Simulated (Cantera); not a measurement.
An adiabatic, constant-pressure homogeneous reactor starts with CH4 : O2 : N2 = 1 : 4.08 : 15.3 (molar parts), equivalence ratio 0.49, at 1523 K and 1.00 bar.

Cantera simulation using GRI-Mech 3.0 (53 species, 325 reactions); the numbers are that mechanism's predictions, not measurements.

Question: Predict: time of steepest temperature rise; temperature at 0.200 s; equilibrium temperature; x(O2) at 0.200 s; x(H2O) at 0.200 s; x(OH) at 0.200 s.

Answer: 
- time of steepest temperature rise = 0.754 ms
- temperature at 0.200 s = 2418 K
- equilibrium temperature = 2418 K
- x(O2) at 0.200 s = 0.0938 (gas-phase equilibrium 0.0938)
- x(H2O) at 0.200 s = 0.0917 (gas-phase equilibrium 0.0917)
- x(OH) at 0.200 s = 0.00871 (gas-phase equilibrium 0.00871)
